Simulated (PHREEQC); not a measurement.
1 kg of water holding 0.0069 mol MgSO4 and 0.065 mol KCl is evaporated at 25 °C; the solids stay in contact with the brine. The system is closed to CO2. Only these solids could form: Arcanite, Bischofite, Brucite, Carnallite, Epsomite, Hexahydrite, Kainite, Kieserite, Leonite, Misenite, Schoenite, Sylvite, MgCl2_4H2O.

The series has 28 steps of water left (kg), from 1 to 0.005012.

All values are PHREEQC results (Pitzer model, pitzer.dat), not measurements.

### Question
Which solids form, in which order, and at which step of the series does each first stand?

### Answer
Arcanite from water left = 0.02407 kg; Sylvite from water left = 0.01099 kg.
